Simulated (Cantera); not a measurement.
Input: 1 mol SiCl₄, 0.15 mol O₂, 13 mol N₂, 0.81 mol O₃, equilibrated at 1998 K and 75.0 Torr.

Method: chemical equilibrium by Gibbs-energy minimisation in Cantera with the NASA 1993 tables (ideal gas, pure condensed phases). Candidate condensed phases: Si, SiO₂, Si₂N₂O, Si₃N₄; 23 gas species. The tables hold silica as quartz up to 1696 K and as liquid above; real silica turns to tridymite and cristobalite and melts near 1996 K. Rates play no part.

Base state: N₂ 0.754, Cl 0.215, O₂ 0.0198, Cl₂ 0.00862, NO 0.00229, O 0.000293, ClO 0.000145 (mole fractions); condensed: SiO₂(l).

Task: What changes in the equilibrium state with this change: SiCl₄ replaced by SiF₄?

Result: 
```json
[
 {"species": "N₂", "before": "0.754", "after": "0.843"},
 {"species": "O₂", "before": "0.0198", "after": "0.0860"},
 {"species": "SiF₄", "before": "0", "after": "0.0649"},
 {"species": "Cl", "before": "0.215", "after": "0"},
 {"species": "Cl₂", "before": "0.00862", "after": "0"},
 {"species": "ClO", "before": "0.000145", "after": "0"},
 {"species": "F", "before": "0", "after": "0.000144"},
 {"species": "SiO₂(l), mol", "before": "1.000", "after": "0"}
]
```
The tables' values for SiF₃ are old estimates; treat these amounts as uncertain.
